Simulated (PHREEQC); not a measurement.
## Brine (model solution)

Dissolve 3.1 mol/kgw NaBr, 0.13 mol/kgw Na2SO4 and 0.0017 mol/kgw H4SiO4 at 25 °C. Closed to the air; pH follows from the charge balance.

All values are PHREEQC results (Pitzer model, pitzer.dat), not measurements.

```yaml
pH: 5.88
ionic_strength: 3.49 mol/kgw
activity_of_water: 0.877
density: 1.229 g/cm³
osmotic_coefficient: 1.105
```

```
species  molality  activity   log γ
-------  --------  --------  ------
Na+          3.36      3.42   0.008
Br-          3.10      2.04  -0.182
SO4-2       0.130   0.00187  -1.842
H4SiO4    0.00170   0.00243   0.156
H3SiO4-   1.01e-6   2.69e-7  -0.575
H+        5.61e-7   1.33e-6   0.375
HSO4-     4.70e-7   2.37e-7  -0.297
OH-       1.95e-8   6.66e-9  -0.467
```

No solid was allowed to form. Saturation is exceeded, for instance for SiO2(a); the values hold only as long as no solid forms. In brines, pH and single-ion activities rest on the MacInnes convention.
